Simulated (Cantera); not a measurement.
Cantera run:

```python
import numpy as np
import cantera as ct

gas_names = """
    H H2 N NH NH2 NH3 N2 N2H2 N2H4 Si SiH SiH2 SiH3 SiH4 SiN Si2 Si2N Si3
""".split()
cond_names = """
    Si(cr) Si(L) Si3N4(a)
""".split()


def load(file, names, dense=False):
    # The tables refer to 1 bar. Condensed volumes are neglected.
    table = {s.name: s for s in ct.Species.list_from_file(file)}
    out = []
    for n in names:
        d = dict(table[n].input_data)
        d["thermo"] = dict(d["thermo"], **{"reference-pressure": 1e5})
        if dense:
            d["equation-of-state"] = {"model": "constant-volume", "density": "1e6 g/cm^3"}
        out.append(ct.Species.from_dict(d))
    return out


gas = ct.Solution(thermo="ideal-gas", species=load("nasa_gas.yaml", gas_names))
cond = {s.name: ct.Solution(thermo="fixed-stoichiometry", species=[s], name=s.name)
        for s in load("nasa_condensed.yaml", cond_names, dense=True)}
atoms = {
    'trisilylamine': {'Si': 3, 'N': 1, 'H': 9},
    'N2': {'N': 2},
}
top_T = {'Si3N4(a)': 2400}  # K; cautious upper limits of use, not melting points


def equilibrate(T, P, feed):
    n = {}
    for name, mol in feed.items():
        for a, k in atoms[name].items():
            n[a] = n.get(a, 0.0) + k * mol
    gas.TPX = T, P, n
    mass = sum(n.values()) * gas.mean_molecular_weight
    gas.equilibrate("TP")
    valid = [c for c in cond.values() if c.min_temp <= T <= top_T.get(c.name, c.max_temp)]
    mix = ct.Mixture([(gas, mass / gas.mean_molecular_weight)] + [(c, 0.0) for c in valid])
    mix.T, mix.P = T, P
    mix.equilibrate("TP", solver="vcs", rtol=1e-11, max_steps=5000)
    return mix


results = []
T = 1923  # K
P = 1333.22  # Pa
for m in [0.21, 0.41, 0.82, 1.6, 3.2, 6.4, 13, 25, 50]:
    feed = {'trisilylamine': 1, 'N2': m}  # mol
    mix = equilibrate(T, P, feed)
    results.append((T, P, feed, dict(zip(mix.species_names, mix.species_moles))))
    x = sorted(zip(gas.X, gas.species_names), reverse=True)
    print(f"T = {T:g} K  P = {P:g} Pa  n(N2) = {m:g} mol  gas = {mix.phase_moles(0):.4g} mol")
    print("   x: " + "  ".join(f"{s} {v:.3e}" for v, s in x if v > 1e-06))
    print("   condensed (mol): " + ("  ".join(f"{mix.phase(i).name} {mix.phase_moles(i):.4g}"
          for i in range(1, mix.n_phases) if mix.phase_moles(i) > 1e-12) or "none"))
```

Result:

```
T = 1923 K  P = 1333.22 Pa  n(N2) = 0.21 mol  gas = 5.237 mol
   x: H2 8.554e-01  N2 1.356e-01  H 7.546e-03  Si 1.272e-03  SiH 1.112e-04  SiH2 5.757e-05  Si2N 2.411e-05  SiN 1.705e-05  Si2 1.087e-05  Si3 2.422e-06
   condensed (mol): Si(L) 2.992
T = 1923 K  P = 1333.22 Pa  n(N2) = 0.41 mol  gas = 5.438 mol
   x: H2 8.238e-01  N2 1.673e-01  H 7.405e-03  Si 1.272e-03  SiH 1.091e-04  SiH2 5.544e-05  Si2N 2.678e-05  SiN 1.894e-05  Si2 1.087e-05  Si3 2.422e-06
   condensed (mol): Si(L) 2.992
T = 1923 K  P = 1333.22 Pa  n(N2) = 0.82 mol  gas = 5.849 mol
   x: H2 7.657e-01  N2 2.257e-01  H 7.139e-03  Si 1.272e-03  SiH 1.052e-04  SiH2 5.154e-05  Si2N 3.110e-05  SiN 2.200e-05  Si2 1.087e-05  Si3 2.422e-06
   condensed (mol): Si(L) 2.991
T = 1923 K  P = 1333.22 Pa  n(N2) = 1.6 mol  gas = 6.631 mol
   x: H2 6.752e-01  N2 3.166e-01  H 6.704e-03  Si 1.272e-03  SiH 9.879e-05  SiH2 4.544e-05  Si2N 3.685e-05  SiN 2.606e-05  Si2 1.087e-05  Si3 2.422e-06
   condensed (mol): Si(L) 2.99
T = 1923 K  P = 1333.22 Pa  n(N2) = 3.2 mol  gas = 8.236 mol
   x: H2 5.433e-01  N2 4.492e-01  H 6.014e-03  Si 1.272e-03  SiH 8.861e-05  Si2N 4.389e-05  SiH2 3.657e-05  SiN 3.104e-05  Si2 1.087e-05  Si3 2.422e-06
   condensed (mol): Si(L) 2.987
T = 1923 K  P = 1333.22 Pa  n(N2) = 6.4 mol  gas = 11.44 mol
   x: N2 6.028e-01  H2 3.906e-01  H 5.099e-03  Si 1.272e-03  SiH 7.514e-05  Si2N 5.084e-05  SiN 3.596e-05  SiH2 2.629e-05  Si2 1.087e-05  Si3 2.422e-06
   condensed (mol): Si(L) 2.982
T = 1923 K  P = 1333.22 Pa  n(N2) = 13 mol  gas = 18.06 mol
   x: N2 7.474e-01  H2 2.471e-01  H 4.055e-03  Si 1.272e-03  SiH 5.976e-05  Si2N 5.661e-05  SiN 4.003e-05  SiH2 1.663e-05  Si2 1.087e-05  Si3 2.422e-06
   condensed (mol): Si(L) 2.972
T = 1923 K  P = 1333.22 Pa  n(N2) = 25 mol  gas = 30.09 mol
   x: N2 8.475e-01  H2 1.480e-01  H 3.138e-03  Si 1.272e-03  Si2N 6.028e-05  SiH 4.624e-05  SiN 4.263e-05  Si2 1.087e-05  SiH2 9.958e-06  Si3 2.422e-06
   condensed (mol): Si(L) 2.954
T = 1923 K  P = 1333.22 Pa  n(N2) = 50 mol  gas = 55.14 mol
   x: N2 9.158e-01  H2 8.043e-02  H 2.314e-03  Si 1.272e-03  Si2N 6.266e-05  SiN 4.432e-05  SiH 3.410e-05  Si2 1.087e-05  SiH2 5.414e-06  Si3 2.422e-06
   condensed (mol): Si(L) 2.917
```

Equilibrium computed with Cantera from the NASA thermochemical tables; the gas is ideal and each condensed phase is pure. The feed counts by its element totals alone. The tables' values for SiN are old estimates; treat these amounts as uncertain. Gases not in the tables: Si2H6 and higher silanes.
